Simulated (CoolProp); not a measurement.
Vapour-liquid equilibrium of cyclopropane (1) + R134a (2) at 11.15 °C; x and y are mole fractions of (1).

Computed with CoolProp (multi-fluid Helmholtz-energy mixture model, Polt 1992 and Tillner-Roth 1994; pair parameters Bell 2016). This equation is an older, rougher fit; its heat capacities, sound speeds and derivatives of the liquid may be far off and weren't checked against measurements.

Problem. Give the bubble pressure and the first vapour's composition at x = 0.05, 0.5, 0.8. Is there an azeotrope?

Solution. x = 0.05: 4.774 bar, y = 0.130; x = 0.5: 6.350 bar, y = 0.539; x = 0.8: 6.111 bar, y = 0.693. y crosses x between x = 0.5 and 0.65: the model has an azeotrope there.

The pair parameters rest on a limited set of measurements; away from them the model extrapolates.
